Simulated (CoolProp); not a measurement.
Saturation properties of neopentane (Tc = 433.7 K, pc = 31.96 bar, ω = 0.196).

The numbers come from the reference Helmholtz-energy equation of state, Lemmon 2006 in CoolProp. It is a short technical equation, of lower accuracy than the large ones.

| T (K) | p (bar) | liquid cp (kJ/(kg K)) | vapour Z |
|---|---|---|---|
| 265.6 | 0.5230 | 2.125 | 0.9721 |
| 279.7 | 0.9096 | 2.202 | 0.9587 |
| 293.9 | 1.494 | 2.284 | 0.9415 |
| 308 | 2.322 | 2.370 | 0.9204 |
| 322.2 | 3.469 | 2.462 | 0.8947 |
| 336.3 | 4.980 | 2.562 | 0.8643 |
| 350.5 | 6.946 | 2.674 | 0.8284 |
| 364.6 | 9.412 | 2.805 | 0.7865 |
| 378.8 | 12.49 | 2.969 | 0.7370 |

It boils at 282.7 K under 1 atm.
